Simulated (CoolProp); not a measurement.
Sulfur hexafluoride at 355.33 K and 0.698 MPa is throttled through a valve to 0.24 MPa with no heat exchange. Each further row changes one setting.

The numbers come from the reference Helmholtz-energy equation of state, Guder 2009 in CoolProp.

```csv
case,temperature change (K),final density (kg/m³)
as stated,(withheld),12.1
outlet pressure 0.072 MPa,(withheld),(withheld)
outlet pressure 0.312 MPa,-2.3,(withheld)
```

Task: What belongs in the gaps?

Result: 
- as stated, temperature change (K): -2.7
- outlet pressure 0.072 MPa, temperature change (K): -3.7
- outlet pressure 0.072 MPa, final density (kg/m³): 3.61
- outlet pressure 0.312 MPa, final density (kg/m³): 15.8
